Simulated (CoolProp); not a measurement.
Saturation properties of n-pentane.

Values from CoolProp's reference Helmholtz-energy equation of state, Thol 2019.

| T (K) | p (kPa) | liquid density (kg/m³) | vapour viscosity (µPa s) |
|---|---|---|---|
| 373.4 | 596.4 | 536.8 | 7.98 |
| 382.6 | 729.3 | 524.5 | 8.11 |
| 391.9 | 884.8 | 511.5 | 8.24 |
| 401.1 | 1062 | 497.7 | 8.37 |
| 410.4 | 1266 | 482.8 | 8.50 |
| 419.7 | 1498 | 466.5 | 8.66 |
| 428.9 | 1758 | 448.7 | 8.84 |
| 438.2 | 2054 | 428.2 | 9.08 |
| 447.4 | 2383 | 404.0 | 9.42 |

It boils at 309.2 K under 1 atm.

Viscosity comes from a separate model (Quiñones-Cisneros 2006), older than the equation that it now runs on, and unchecked against measurements.
